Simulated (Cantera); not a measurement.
Input: 1 mol CH₃OH, 1.1 mol CO₂, 6.2 mol H₂, 0.93 mol O₂, held at 2200 K and 0.100 bar.

Cantera equilibrium calculation (NASA polynomials, part measured and part estimated; ideal gas, pure solids and liquids). Candidate condensed phases: C, C₆H₆, C₇H₈, C₈H₁₈, H₂O; 110 gas species. Rates play no part.

Base state: H₂ 0.517, H₂O 0.266, CO 0.184, CO₂ 0.0180, H 0.0128, OH 0.000921, O 1.59e-5 (mole fractions); condensed: gas only.

Q: What changes in the equilibrium state with this change: O₂ from 0.93 to 0.06 mol?

A: 
```json
[
 {"species": "H₂", "before": "0.517", "after": "0.672"},
 {"species": "CO", "before": "0.184", "after": "0.196"},
 {"species": "H₂O", "before": "0.266", "after": "0.111"},
 {"species": "CO₂", "before": "0.0180", "after": "0.00614"},
 {"species": "H", "before": "0.0128", "after": "0.0146"},
 {"species": "O", "before": "1.59e-5", "after": "5.10e-6"},
 {"species": "OH", "before": "0.000921", "after": "0.000337"}
]
```

Q: What changes in the equilibrium state with this change: temperature from 2200 K to 2700 K?

A: 
```tsv
species	before	after
H₂	0.517	0.439
H₂O	0.266	0.233
CO	0.184	0.176
H	0.0128	0.119
OH	0.000921	0.0162
CO₂	0.0180	0.0138
O	1.59e-5	0.00280
O₂	3.45e-6	0.000599
```

Q: What changes in the equilibrium state with this change: temperature from 2200 K to 1075 K?

A: 
```json
[
 {"species": "H₂", "before": "0.517", "after": "0.570"},
 {"species": "H₂O", "before": "0.266", "after": "0.226"},
 {"species": "CO", "before": "0.184", "after": "0.143"},
 {"species": "CO₂", "before": "0.0180", "after": "0.0610"},
 {"species": "H", "before": "0.0128", "after": "3.50e-8"},
 {"species": "OH", "before": "0.000921", "after": "<1e-9"},
 {"species": "O", "before": "1.59e-5", "after": "<1e-9"}
]
```
